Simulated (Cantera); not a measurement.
An adiabatic, constant-pressure homogeneous reactor starts with CO : H₂ : O₂ : N₂ = 1 : 0.24 : 0.925 : 3.15 (molar parts), equivalence ratio 0.67, at 1325 K and 1.50 bar. Integrator tolerance rtol = 1e-08.

Detailed kinetics in Cantera: GRI-Mech 3.0 (53 species, 325 reactions).

What does this change do: 0.47 parts H2O added?


| quantity | before | after |
|---|---|---|
| time of steepest temperature rise | 29.4 µs | 34.3 µs |
| temperature at 4.00 s | 2651 K | 2562 K |
| equilibrium temperature | 2651 K | 2562 K |
| x(CO) at 4.00 s | 0.0402 (gas-phase equilibrium 0.0402) | 0.0271 (gas-phase equilibrium 0.0271) |
| x(H₂) at 4.00 s | 0.00155 (gas-phase equilibrium 0.00155) | 0.00325 (gas-phase equilibrium 0.00325) |
| x(O₂) at 4.00 s | 0.0709 (gas-phase equilibrium 0.0709) | 0.0621 (gas-phase equilibrium 0.0621) |
| x(NO₂) at 4.00 s | 8.47e-6 (gas-phase equilibrium 8.47e-6) | 6.70e-6 (gas-phase equilibrium 6.70e-6) |
| x(HO₂) at 4.00 s | 6.59e-6 (gas-phase equilibrium 6.59e-6) | 8.25e-6 (gas-phase equilibrium 8.25e-6) |
| x(NO) at 4.00 s | 0.0156 (gas-phase equilibrium 0.0156) | 0.0121 (gas-phase equilibrium 0.0121) |
| x(O) at 4.00 s | 0.00638 (gas-phase equilibrium 0.00638) | 0.00399 (gas-phase equilibrium 0.00399) |

What does this change do: H2 0.24 to 0.3 parts?


```tsv
quantity	before	after
time of steepest temperature rise	29.4 µs	27.0 µs
temperature at 4.00 s	2651 K	2669 K
equilibrium temperature	2651 K	2669 K
x(CO) at 4.00 s	0.0402 (gas-phase equilibrium 0.0402)	0.0439 (gas-phase equilibrium 0.0439)
x(H₂) at 4.00 s	0.00155 (gas-phase equilibrium 0.00155)	0.00216 (gas-phase equilibrium 0.00216)
x(O₂) at 4.00 s	0.0709 (gas-phase equilibrium 0.0709)	0.0660 (gas-phase equilibrium 0.0660)
x(NO₂) at 4.00 s	8.47e-6 (gas-phase equilibrium 8.47e-6)	7.94e-6 (gas-phase equilibrium 7.94e-6)
x(HO₂) at 4.00 s	6.59e-6 (gas-phase equilibrium 6.59e-6)	7.26e-6 (gas-phase equilibrium 7.26e-6)
x(NO) at 4.00 s	0.0156 (gas-phase equilibrium 0.0156)	0.0154 (gas-phase equilibrium 0.0154)
x(O) at 4.00 s	0.00638 (gas-phase equilibrium 0.00638)	0.00667 (gas-phase equilibrium 0.00667)
```
